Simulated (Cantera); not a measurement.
## Ammonia decomposition in nitride growth gas

A perfectly stirred reactor is fed with 41.7 % NH3, 58.3 % N2, at 0.0118 atm; it is held at 1723 K, and followed from long to short residence time.

Computed with Cantera and the gas-phase N/H chemistry of the illustrative SiF4/NH3 mechanism in the Surface Chemkin manual (1991). Walls and surfaces, which speed up NH3 decomposition in real reactors, are not modelled.

| τ (s) | x NH3 | x N2H2 | x H | x N | x N2H4 | x N2 |
|---|---|---|---|---|---|---|
| 2.7 | 0.362 | 2.04e-6 | 1.73e-5 | 1.32e-7 | 5.81e-9 | 0.580 |
| 1.2 | 0.390 | 2.30e-6 | 8.78e-6 | 7.50e-8 | 7.15e-9 | 0.582 |
| 0.58 | 0.404 | 2.31e-6 | 4.40e-6 | 3.56e-8 | 7.86e-9 | 0.583 |
| 0.27 | 0.411 | 2.02e-6 | 1.86e-6 | 1.30e-8 | 7.45e-9 | 0.583 |
| 0.12 | 0.415 | 1.31e-6 | 5.68e-7 | 3.33e-9 | 5.14e-9 | 0.583 |
| 0.058 | 0.416 | 5.33e-7 | 1.44e-7 | 6.80e-10 | 2.19e-9 | 0.583 |
| 0.027 | 0.417 | 1.24e-7 | 4.48e-8 | 1.39e-10 | 5.46e-10 | 0.583 |
| 0.012 | 0.417 | 2.27e-8 | 2.86e-8 | 3.91e-11 | 1.09e-10 | 0.583 |
| 0.0058 | 0.417 | 4.88e-9 | 2.61e-8 | 9.60e-12 | 2.54e-11 | 0.583 |
| 0.0027 | 0.417 | 9.60e-10 | 2.55e-8 | 1.24e-12 | 5.43e-12 | 0.583 |
x: mole fraction; the columns are a selection and need not sum to one.
